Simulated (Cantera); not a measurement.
Input: 1 mol MgO, 1.2 mol SiCl4, 0.72 mol O2, at 1002 °C and 8.70 Pa.

Equilibrium computed with Cantera from the NASA thermochemical tables; the gas is ideal and each condensed phase is pure. Candidate condensed phases: Mg, MgCl2, MgO, MgSiO3, Mg2SiO4, Si, SiO2; 20 gas species. Mutual solubility and eutectic melting of coexisting phases are not modelled. The tables hold silica as quartz up to 1696 K and as liquid above; real silica turns to tridymite and cristobalite and melts near 1996 K. Condensed phases not in the tables: alloys, solid solutions and most ternary compounds. The numbers say what is thermodynamically allowed, not how fast it happens.

Base state: Cl 0.485, MgCl2 0.305, Cl2 0.209, O2 0.00109 (mole fractions); condensed: MgSiO3(s) + SiO2(β-quartz).

Question: What changes in the equilibrium state with this change: O2 from 0.72 to 0.15 mol?

Answer: 
```csv
species,before,after
MgCl2,0.305,0.484
SiCl4,9.03e-7,0.266
Cl,0.485,0.211
Cl2,0.209,0.0396
O2,0.00109,<1e-9
SiCl3,<1e-9,0.000101
"MgSiO3(s), mol",0.0331,0
"SiO2(β-quartz), mol",1.17,0.650
```
The tables' values for SiCl3 are old estimates; treat these amounts as uncertain.
